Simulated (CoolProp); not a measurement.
A closed Brayton cycle with carbon dioxide: compressor inlet 315.15 K and 9.2 MPa, high pressure 27.1 MPa, turbine inlet 960 K, compressor efficiency 0.8, turbine efficiency 0.93, recuperator effectiveness 0.9 (on enthalpy, no pinch check). Each further row changes one setting.

The numbers come from the reference Helmholtz-energy equation of state, Span 1996 in CoolProp.

| case | thermal efficiency (%) | net work (kJ/kg) | compressor to turbine work | compressor exit (K) | turbine exit (K) |
|---|---|---|---|---|---|
| as stated | 39.2 | 133 | 0.23 | 371.8 | 813.3 |
| turbine inlet 910 K | 38.1 | 123 | 0.24 | 371.8 | 768.4 |
| compressor inlet 325.15 K | 38.1 | 117 | 0.32 | 409.4 | 813.3 |
| high pressure 23 MPa | 37.3 | 116 | 0.21 | 362.6 | 834.8 |
| recuperator effectiveness 0.5 | 24.2 | 133 | 0.23 | 371.8 | 813.3 |
